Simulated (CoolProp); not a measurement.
Computed with CoolProp (reference Helmholtz-energy equation of state, Lemmon 2005). It is a short technical equation, of lower accuracy than the large ones.

**Question.** Give the vapour pressure (MPa), liquid density (kg/m³), vapour density (kg/m³), enthalpy of vaporisation (kJ/kg) of saturated trans-2-butene at 263.1, 267.8 K.

**Answer.** 
```csv
T (K),p (MPa),liquid density (kg/m³),vapour density (kg/m³),enthalpy of vaporisation (kJ/kg)
263.1,0.0654,639,1.73,415
267.8,0.0794,633,2.07,411
```
